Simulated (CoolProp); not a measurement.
Saturated liquid density (kg/m³) of R227EA: the reference equation beside estimates from Tc = 101.8 °C, pc = 29.25 bar, ω = 0.358. Rackett uses Z = 0.29056 − 0.08775 ω.

The numbers come from the reference Helmholtz-energy equation of state, Lemmon 2016 in CoolProp.

```csv
T (°C),reference,Rackett,Soave-Redlich-Kwong,Peng-Robinson
-84.85,1760,1861,1602,1801
-80.55,1747,1847,?,1791
-76.25,1735,?,1583,1781
-71.95,1722,1820,1573,1771
-67.65,1709,1806,1563,1760
-63.35,1696,1792,1553,1749
-59.05,1683,1777,1542,1737
-54.75,?,?,1531,?
-50.45,1656,1748,1520,1714
-46.15,1643,1733,1508,1701
-41.85,1629,?,1496,1688
```

Complete the blanks.


- -80.55, Soave-Redlich-Kwong: 1593
- -76.25, Rackett: 1834
- -54.75, reference: 1670
- -54.75, Rackett: 1763
- -54.75, Peng-Robinson: 1726
- -41.85, Rackett: 1718

Absolute difference from the reference over all 11 rows, mean and median: Rackett 5.6 and 5.7 %, Soave-Redlich-Kwong 8.5 and 8.4 %, Peng-Robinson 3.1 and 3.1 %.
